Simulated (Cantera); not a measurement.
An isothermal, constant-pressure homogeneous reactor starts with 9.91 % H2, 18.0 % O2, 72.1 % N2, equivalence ratio 0.28, at 823 K and 100.0 Torr.

Computed with Cantera and the H2/O2 subset of GRI-Mech 3.0, which has no nitrogen chemistry. Radical loss at walls, strong at low pressure, is not modelled. Below about 950 K walls govern HO2 and H2O2 in real vessels. The temperature is held fixed by assumption; the heat of reaction is taken as removed at once.

x: mole fraction; the columns are a selection and need not sum to one.

| t (s) | x H2 | x O2 | x H2O2 | x O | x H2O | x H | x OH |
|---|---|---|---|---|---|---|---|
| 2.00e-5 | 0.0991 | 0.180 | <1e-12 | <1e-12 | <1e-12 | <1e-12 | <1e-12 |
| 5.52e-5 | 0.0991 | 0.180 | <1e-12 | <1e-12 | <1e-12 | <1e-12 | <1e-12 |
| 0.000153 | 0.0991 | 0.180 | <1e-12 | <1e-12 | <1e-12 | <1e-12 | <1e-12 |
| 0.000421 | 0.0991 | 0.180 | <1e-12 | <1e-12 | 1.85e-12 | 1.87e-12 | <1e-12 |
| 0.00116 | 0.0991 | 0.180 | <1e-12 | 1.89e-12 | 2.13e-11 | 8.42e-12 | <1e-12 |
| 0.00321 | 0.0991 | 0.180 | <1e-12 | 3.02e-11 | 5.73e-10 | 1.31e-10 | 5.88e-12 |
| 0.00887 | 0.0991 | 0.180 | 3.93e-10 | 3.06e-8 | 6.34e-7 | 1.32e-7 | 6.06e-9 |
| 0.0245 | 0.0271 | 0.149 | 3.08e-6 | 3.19e-5 | 0.0757 | 5.71e-5 | 1.86e-5 |
| 0.0676 | 0.0232 | 0.147 | 2.85e-5 | 2.16e-8 | 0.0798 | 2.81e-8 | 8.24e-9 |
| 0.187 | 0.0232 | 0.147 | 3.62e-5 | 1.00e-8 | 0.0798 | 1.23e-8 | 3.01e-9 |
| 0.516 | 0.0232 | 0.147 | 4.48e-5 | 1.20e-8 | 0.0798 | 1.49e-8 | 3.68e-9 |
| 1.42 | 0.0230 | 0.147 | ? | ? | 0.0800 | ? | ? |
| 3.93 | 0.0221 | 0.147 | 0.000184 | 3.71e-8 | 0.0808 | 4.83e-8 | 1.47e-8 |
| 10.9 | 0.0180 | 0.145 | 0.000299 | 4.72e-8 | 0.0850 | 5.59e-8 | 2.26e-8 |
| 30.0 | 0.00947 | 0.141 | 0.000228 | 4.27e-8 | 0.0941 | 3.13e-8 | 2.36e-8 |

Fill in the missing entries.


- 1.42, x H2O2: 7.48e-5
- 1.42, x O: 1.89e-8
- 1.42, x H: 2.38e-8
- 1.42, x OH: 6.22e-9
